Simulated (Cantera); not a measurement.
What does this Cantera script print?

```python
import numpy as np
import cantera as ct

gas = ct.Solution("gri30.yaml")
gas.TPX = 1350, 1200000, {'CH4': 1, 'CO2': 1}
inlet = ct.Reservoir(gas, clone=True)

reactor = ct.IdealGasConstPressureReactor(gas, energy="off", clone=False)
exhaust = ct.Reservoir(gas, clone=True)
tau = [1.7, 0.52, 0.16, 0.05, 0.015, 0.0047, 0.0015, 0.00045][0]
for a, b in ((inlet, reactor), (reactor, exhaust)):
    ct.MassFlowController(a, b, mdot=lambda t: reactor.mass / tau)
net = ct.ReactorNet([reactor])
show = ['CH4', 'CO2', 'H2', 'H2O', 'C2H2', 'C2H4', 'O2']

rows = []
print(f"{'tau/s':>10s}{'T/K':>9s}" + "".join(f"{s:>11s}" for s in show))
for tau in [1.7, 0.52, 0.16, 0.05, 0.015, 0.0047, 0.0015, 0.00045]:
    net.initial_time = 0.0
    net.advance(30 * tau)
    before = gas.X
    net.advance(40 * tau)
    drift = np.max(np.abs(gas.X - before) / (gas.X + 1e-9))
    rows.append([gas.T, *gas[show].X, drift])
    print(f"{tau:10.3e}{gas.T:9.1f}" + "".join(f"{x:11.3e}" for x in gas[show].X))
```

It prints:

```
     tau/s      T/K        CH4        CO2         H2        H2O       C2H2       C2H4         O2
 1.700e+00   1350.0  3.788e-01  4.126e-01  5.486e-02  5.430e-02  2.077e-02  2.251e-02  5.224e-15
 5.200e-01   1350.0  4.521e-01  4.768e-01  3.273e-02  1.039e-02  8.572e-03  8.340e-03  3.220e-15
 1.600e-01   1350.0  4.840e-01  4.949e-01  1.237e-02  1.300e-03  2.156e-03  3.246e-03  9.925e-16
 5.000e-02   1350.0  4.952e-01  4.991e-01  3.468e-03  1.278e-04  2.547e-04  1.102e-03  1.551e-16
 1.500e-02   1350.0  4.987e-01  4.999e-01  8.050e-04  1.223e-05  1.283e-05  2.027e-04  1.797e-17
 4.700e-03   1350.0  4.996e-01  5.000e-01  2.066e-04  1.980e-06  4.706e-07  2.664e-05  3.270e-18
 1.500e-03   1350.0  4.999e-01  5.000e-01  6.042e-05  4.913e-07  1.954e-08  3.743e-06  8.601e-19
 4.500e-04   1350.0  5.000e-01  5.000e-01  1.746e-05  1.346e-07  8.609e-10  5.901e-07  2.408e-19
```

Computed with Cantera and GRI-Mech 3.0 (53 species, 325 reactions). The pressure lies above the range GRI-Mech 3.0 was tuned for (to about 10 atm).
